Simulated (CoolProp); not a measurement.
Vapour-liquid equilibrium of n-hexane (1) + o-xylene (2) at 12.15 °C; x and y are mole fractions of (1).

Values from CoolProp's multi-fluid Helmholtz-energy mixture model, Thol 2019 and Zhou 2012; pair parameters Bell 2016.

| x | bubble pressure (MPa) | y at the bubble point | dew pressure at overall composition x (MPa) | liquid density (mol/L) |
|---|---|---|---|---|
| 0.05 | 0.001113 | 0.655 | 0.0004246 | 8.326 |
| 0.15 | 0.002440 | 0.858 | 0.0004730 | 8.272 |
| 0.25 | 0.003654 | 0.915 | 0.0005339 | 8.217 |
| 0.35 | 0.004774 | 0.943 | 0.0006127 | 8.159 |
| 0.45 | 0.005818 | 0.959 | 0.0007189 | 8.100 |
| 0.55 | 0.006807 | 0.970 | 0.0008694 | 8.038 |
| 0.65 | 0.007763 | 0.979 | 0.001100 | 7.974 |
| 0.75 | 0.008709 | 0.986 | 0.001495 | 7.908 |
| 0.85 | 0.009671 | 0.992 | 0.002331 | 7.840 |
| 0.95 | 0.01067 | 0.997 | 0.005192 | 7.769 |

No azeotrope shows between x = 0.05 and 0.95.

Pair parameters are fitted to limited data, so mixtures are less certain than the pure fluids.
